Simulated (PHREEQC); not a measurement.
A solution holds 0.0014 mol/kgw Cu(NO3)2, 6.8e-05 mol/kgw HNO3 and 0.084 mol/kgw FeCl3, at 81 °C. Closed to the air; pH follows from the charge balance.

Equilibrium calculation in PHREEQC: ion-association model, phreeqc.dat.

```tsv
quantity	before	after
pH	1.66	1.83
ionic strength (mol/kgw)	0.331	0.342
Cl- (mol/kgw)	0.200	0.198
FeCl+2 (mol/kgw)	0.0468	0.0411
FeOH+2 (mol/kgw)	0.0125	0.00579
Fe2(OH)2+4 (mol/kgw)	0.00759	0.00575
SI of Goethite (FeOOH)	+4.41	+4.09
SI of Hematite (Fe2O3)	+11.04	+10.24
```

### Question
Name the change that produced these shifts.
(A) diluted 2-fold with water
(B) temperature from 81 to 35 °C
(C) Cu(NO3)2 from 0.0014 to 0.00126 mol/kgw
(D) temperature from 81 to 60 °C
(E) Cu(NO3)2 replaced by Mn(NO3)2 at the same molality

### Answer
B, temperature from 81 to 35 °C

Precipitation was switched off in this run. Some of these states are supersaturated (in Hematite (slow to form), Goethite (slow to form), for instance). Away from 25 °C the constants follow the database's enthalpies or fits; those with neither stay at their 25 °C values.
